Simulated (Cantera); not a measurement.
A closed system holds: 1 mol Fe2O3, 4.2 mol CH4, 2.6 mol H2, 0.65 mol CO, at 2525 K and 0.410 bar.

Cantera equilibrium calculation (NASA polynomials, part measured and part estimated; ideal gas, pure solids and liquids). Candidate condensed phases: C, C6H6, C7H8, C8H18, Fe, Fe(CO)5, FeO, Fe(OH)2, Fe(OH)3, Fe2O3, Fe3O4, H2O; 114 gas species. Iron dissolves carbon and melts from about 1420 K in contact with it, which pure phases cannot show. Condensed phases not in the tables: cementite and carbon dissolved in iron. The numbers say what is thermodynamically allowed, not how fast it happens.

Base state: H2 0.646, CO 0.223, Fe 0.0886, H 0.0352, C2H2 (acetylene) 0.00775, C4H2 3.85e-5, C2H 3.20e-5, CH4 2.46e-5 (mole fractions); condensed: C(graphite) + Fe(l).

Question: What changes in the equilibrium state with this change: pressure from 0.410 bar to 1.33 mbar?

Answer: 
```tsv
species	before	after
H	0.0352	0.424
H2	0.646	0.304
CO	0.223	0.173
Fe	0.0886	0.0946
CH4	2.46e-5	1.78e-8
C3	1.78e-6	0.000548
C	5.70e-7	0.000175
C2	1.65e-7	5.07e-5
C(graphite), mol	0.941	0.986
Fe(l), mol	0.548	0
```

Question: What changes in the equilibrium state with this change: temperature from 2525 K to 1773.15 K?

Answer: 
```
species            before     after
----------------  -------  --------
H2                  0.646     0.750
CO                  0.223     0.249
H                  0.0352  0.000385
Fe                 0.0886   4.83e-5
C2H               3.20e-5     <1e-9
C4H2              3.85e-5   5.81e-9
C2H2 (acetylene)  0.00775  0.000105
C(graphite), mol    0.941      1.19
Fe(l), mol          0.548         0
Fe(δ), mol              0      2.00
```
